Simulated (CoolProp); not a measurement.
Chlorine at 244.98 K and 4.89 MPa is throttled through a valve to 3.41 MPa with no heat exchange. Each further row changes one setting.

Model: reference Helmholtz-energy equation of state, Thol 2021, in CoolProp.

```json
[
 {"case": "as stated", "temperature change (K)": "[?]"},
 {"case": "outlet pressure 1.02 MPa", "temperature change (K)": "[?]"},
 {"case": "outlet pressure 4.43 MPa", "temperature change (K)": "[?]"}
]
```

Question: Fill in the missing entries.

Answer: 
- as stated, temperature change (K): +0.6
- outlet pressure 1.02 MPa, temperature change (K): +1.5
- outlet pressure 4.43 MPa, temperature change (K): +0.2
